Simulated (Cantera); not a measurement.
An adiabatic, constant-pressure homogeneous reactor starts with 21.3 % H2, 13.1 % O2, 49.4 % N2, 16.2 % H2O, at 1750 K and 1.10 bar.

Computed with Cantera and the H2/O2 subset of GRI-Mech 3.0, which has no nitrogen chemistry.

Question: Predict: time of steepest temperature rise; temperature at 2.00 s; equilibrium temperature; x(H2) at 2.00 s; x(O2) at 2.00 s; x(H2O) at 2.00 s; x(H2O2) at 2.00 s; x(O) at 2.00 s; x(H) at 2.00 s; x(HO2) at 2.00 s.

Answer: 
```
Property                                                             Value
---------------------------------  ---------------------------------------
time of steepest temperature rise                                  7.30 µs
temperature at 2.00 s                                               2712 K
equilibrium temperature                                             2712 K
x(H2) at 2.00 s                      0.0289 (gas-phase equilibrium 0.0289)
x(O2) at 2.00 s                      0.0328 (gas-phase equilibrium 0.0328)
x(H2O) at 2.00 s                       0.356 (gas-phase equilibrium 0.356)
x(H2O2) at 2.00 s                  7.27e-7 (gas-phase equilibrium 7.27e-7)
x(O) at 2.00 s                     0.00660 (gas-phase equilibrium 0.00660)
x(H) at 2.00 s                     0.00971 (gas-phase equilibrium 0.00971)
x(HO2) at 2.00 s                   1.14e-5 (gas-phase equilibrium 1.14e-5)
```
